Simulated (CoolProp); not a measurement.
Properties of R134a along the isobar 5.76 MPa.

Model: reference Helmholtz-energy equation of state, Tillner-Roth 1994, in CoolProp.

```json
[
 {"T (K)": "343.5", "phase": "liquid", "cv (kJ/(kg K))": "0.9732", "isothermal compressibility (1/MPa)": "0.01169", "expansivity (1/kK)": "4.690"},
 {"T (K)": "359.4", "phase": "liquid", "cv (kJ/(kg K))": "1.001", "isothermal compressibility (1/MPa)": "0.02150", "expansivity (1/kK)": "6.594"},
 {"T (K)": "375.4", "phase": "supercritical", "cv (kJ/(kg K))": "1.041", "isothermal compressibility (1/MPa)": "0.05692", "expansivity (1/kK)": "11.95"},
 {"T (K)": "391.3", "phase": "supercritical", "cv (kJ/(kg K))": "1.121", "isothermal compressibility (1/MPa)": "0.4107", "expansivity (1/kK)": "41.99"},
 {"T (K)": "407.2", "phase": "supercritical", "cv (kJ/(kg K))": "1.094", "isothermal compressibility (1/MPa)": "0.3923", "expansivity (1/kK)": "20.13"},
 {"T (K)": "423.1", "phase": "supercritical", "cv (kJ/(kg K))": "1.075", "isothermal compressibility (1/MPa)": "0.2963", "expansivity (1/kK)": "11.03"},
 {"T (K)": "439.1", "phase": "supercritical", "cv (kJ/(kg K))": "1.074", "isothermal compressibility (1/MPa)": "0.2563", "expansivity (1/kK)": "7.747"},
 {"T (K)": "455", "phase": "supercritical", "cv (kJ/(kg K))": "1.082", "isothermal compressibility (1/MPa)": "0.2345", "expansivity (1/kK)": "6.065"}
]
```
